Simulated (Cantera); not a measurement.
Input (Python, Cantera) and output of one run.

```python
import numpy as np
import cantera as ct

gas_names = [...]  # 110 gases of nasa_gas.yaml made of C, H, O
cond_names = """
    C(gr) C6H6(L) C7H8(L) C8H18(L),n-octa H2O(s) H2O(L)
""".split()


# ... load() reads the species with a 1 bar reference pressure and builds the phases ...
atoms = {
    'toluene': {'C': 7, 'H': 8},
    'O2': {'O': 2},
    'H2': {'H': 2},
}
top_T = {'C(gr)': 4500}  # K; cautious upper limits of use, not melting points


# ... equilibrate(T, P, feed) seeds the gas with the atoms and calls Mixture.equilibrate('TP', solver="vcs", rtol=1e-11, max_steps=5000) ...
results = []
feed = {'toluene': 1, 'O2': 0.31, 'H2': 1.4}  # mol
P = 470000  # Pa
for T in [925, 1025, 1125, 1225, 1325, 1425, 1525, 1625, 1725, 1825, 1925, 2025, 2125]:
    mix = equilibrate(T, P, feed)
    results.append((T, P, feed, dict(zip(mix.species_names, mix.species_moles))))

top = {s: max(r[3][s] / sum(r[3][g] for g in gas_names) for r in results) for s in gas_names}
cols = sorted((s for s in top if top[s] > 0.001), key=lambda s: -top[s])[:8]
seen = [c for c in cond_names if any(r[3].get(c, 0) > 1e-12 for r in results)]
print("log10 of partial pressures in bar; condensed amounts in mol")
print(f"{'T/K':>10s}" + "".join(f"{s[:9]:>10s}" for s in cols + seen))
for T, P, feed, n in results:
    ng = sum(n[g] for g in gas_names)
    print(f"{T:10.4g}" + "".join(f"{np.log10(max(n[s] / ng * P / 1e5, 1e-99)):10.3f}" for s in cols)
          + "".join(f"{n.get(c, 0):10.4g}" for c in seen))
```

Output:

```
log10 of partial pressures in bar; condensed amounts in mol
       T/K        H2       CH4        CO       H2O       CO2         H C2H2,acet     C(gr)
       925     0.409     0.174    -0.905    -0.324    -1.333    -9.380    -9.488     5.509
      1025     0.521    -0.091    -0.542    -0.597    -1.548    -8.100    -8.135      5.83
      1125     0.576    -0.389    -0.380    -0.997    -1.994    -7.064    -7.063     6.036
      1225     0.600    -0.681    -0.331    -1.437    -2.534    -6.206    -6.189     6.174
      1325     0.612    -0.949    -0.318    -1.849    -3.049    -5.480    -5.458     6.259
      1425     0.617    -1.189    -0.315    -2.215    -3.504    -4.857    -4.835     6.306
      1525     0.620    -1.401    -0.314    -2.536    -3.900    -4.316    -4.297     6.333
      1625     0.622    -1.589    -0.314    -2.818    -4.247    -3.841    -3.827     6.349
      1725     0.623    -1.755    -0.314    -3.068    -4.551    -3.420    -3.413     6.357
      1825     0.623    -1.903    -0.314    -3.289    -4.820    -3.045    -3.045     6.362
      1925     0.623    -2.035    -0.315    -3.487    -5.059    -2.708    -2.716     6.363
      2025     0.623    -2.154    -0.315    -3.665    -5.273    -2.404    -2.420     6.361
      2125     0.623    -2.262    -0.315    -3.826    -5.465    -2.129    -2.153     6.355
```

Cantera equilibrium calculation (NASA polynomials, part measured and part estimated; ideal gas, pure solids and liquids).
